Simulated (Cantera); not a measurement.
Cantera run, input and output.

```python
import numpy as np
import cantera as ct

gas = ct.Solution("gri30.yaml", transport_model="mixture-averaged")
show = ['H', 'CH4', 'NO']

rows = []
print(f"{'T/K':>7s}{'rho':>11s}{'cp':>10s}{'mu':>11s}{'lambda':>11s}{'Pr':>7s}" + "".join(f"{'D_' + s:>11s}" for s in show))
for T in [400, 500, 600, 700, 800, 900, 1000, 1100, 1200]:
    gas.TPX = T, 500000, {'N2O': 0.54}
    Pr = gas.cp_mass * gas.viscosity / gas.thermal_conductivity
    D = [gas.mix_diff_coeffs_mole[gas.species_index(s)] for s in show]
    rows.append([gas.density, gas.cp_mass, gas.viscosity, gas.thermal_conductivity, Pr, *D])
    print(f"{T:7g}{gas.density:11.4e}{gas.cp_mass:10.1f}{gas.viscosity:11.4e}"
          f"{gas.thermal_conductivity:11.4e}{Pr:7.3f}" + "".join(f"{d:11.4e}" for d in D))
print("SI units: kg/m3, J/kg/K, Pa s, W/m/K, m2/s")
```

It prints:

```
    T/K        rho        cp         mu     lambda     Pr        D_H      D_CH4       D_NO
    400 6.6169e+00     970.3 1.9459e-05 2.5465e-02  0.741 3.3647e-05 5.8911e-06 5.2336e-06
    500 5.2935e+00    1042.5 2.3570e-05 3.3205e-02  0.740 5.0328e-05 8.8071e-06 7.7683e-06
    600 4.4113e+00    1101.3 2.7324e-05 4.0717e-02  0.739 6.9487e-05 1.2155e-05 1.0670e-05
    700 3.7811e+00    1150.2 3.0799e-05 4.7945e-02  0.739 9.0936e-05 1.5903e-05 1.3911e-05
    800 3.3085e+00    1191.6 3.4048e-05 5.4884e-02  0.739 1.1453e-04 2.0026e-05 1.7473e-05
    900 2.9409e+00    1226.6 3.7113e-05 6.1547e-02  0.740 1.4016e-04 2.4503e-05 2.1339e-05
   1000 2.6468e+00    1254.7 4.0022e-05 6.7953e-02  0.739 1.6772e-04 2.9318e-05 2.5494e-05
   1100 2.4062e+00    1275.5 4.2800e-05 7.4122e-02  0.736 1.9714e-04 3.4458e-05 2.9930e-05
   1200 2.2056e+00    1294.3 4.5464e-05 8.0076e-02  0.735 2.2836e-04 3.9912e-05 3.4635e-05
SI units: kg/m3, J/kg/K, Pa s, W/m/K, m2/s
```

Cantera simulation using GRI-Mech 3.0 (53 species, 325 reactions); the numbers are that mechanism's predictions, not measurements. The composition is frozen, though it would react at the higher temperatures.
